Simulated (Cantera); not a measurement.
An adiabatic, constant-pressure homogeneous reactor starts with H2 : O2 : N2 = 1 : 1.06 : 4 (molar parts), equivalence ratio 0.47, at 1425 K and 750 Torr. Integrator tolerance rtol = 1e-08.

Cantera simulation using the H2/O2 subset of GRI-Mech 3.0, which has no nitrogen chemistry; the numbers are that mechanism's predictions, not measurements.

What does this change do: initial temperature 1425 to 1325 K?


```csv
quantity,before,after
time of steepest temperature rise,18.5 µs,27.0 µs
temperature at 0.100 s,2471 K,2405 K
equilibrium temperature,2471 K,2405 K
x(H2) at 0.100 s,0.00281 (gas-phase equilibrium 0.00281),0.00203 (gas-phase equilibrium 0.00203)
x(O2) at 0.100 s,0.0962 (gas-phase equilibrium 0.0962),0.0971 (gas-phase equilibrium 0.0971)
x(H2O) at 0.100 s,0.168 (gas-phase equilibrium 0.168),0.171 (gas-phase equilibrium 0.171)
x(HO2) at 0.100 s,9.55e-6 (gas-phase equilibrium 9.55e-6),8.09e-6 (gas-phase equilibrium 8.09e-6)
x(H2O2) at 0.100 s,3.45e-7 (gas-phase equilibrium 3.45e-7),3.03e-7 (gas-phase equilibrium 3.03e-7)
x(H) at 0.100 s,0.00118 (gas-phase equilibrium 0.00118),0.000737 (gas-phase equilibrium 0.000737)
x(O) at 0.100 s,0.00391 (gas-phase equilibrium 0.00391),0.00278 (gas-phase equilibrium 0.00278)
```
